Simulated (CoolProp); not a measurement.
Vapour-liquid equilibrium of n-butane (1) + trans-2-butene (2) at 301.4 K; x and y are mole fractions of (1).

Values from CoolProp's multi-fluid Helmholtz-energy mixture model, Bücker 2006 and Lemmon 2005; pair parameters Bell 2016.

```
x     bubble pressure (bar)  y at the bubble point  dew pressure at overall composition x (bar)  liquid density (mol/L)
----  ---------------------  ---------------------  -------------------------------------------  ----------------------
0.05                  2.606                  0.055                                        2.604                   10.55
0.15             (withheld)                  0.160                                        2.629                   10.46
0.25             (withheld)                  0.262                                        2.649              (withheld)
0.35                  2.666                  0.361                                        2.665                   10.29
0.45                  2.677                  0.458                                        2.676                   10.21
0.55                  2.685                  0.555                                        2.685                   10.13
0.65                  2.690                  0.653                                        2.690                   10.05
0.75                  2.692                  0.751                                        2.692                   9.975
0.85                  2.692                  0.850                                        2.692              (withheld)
0.95                  2.690                  0.950                                        2.690                   9.827
```

Q: Some entries are withheld; supply them.

A: 
- 0.15, bubble pressure (bar): 2.631
- 0.25, bubble pressure (bar): 2.651
- 0.25, liquid density (mol/L): 10.38
- 0.85, liquid density (mol/L): 9.900

y crosses x between x = 0.75 and 0.85: the model has an azeotrope there.

Pair parameters are fitted to limited data, so mixtures are less certain than the pure fluids.
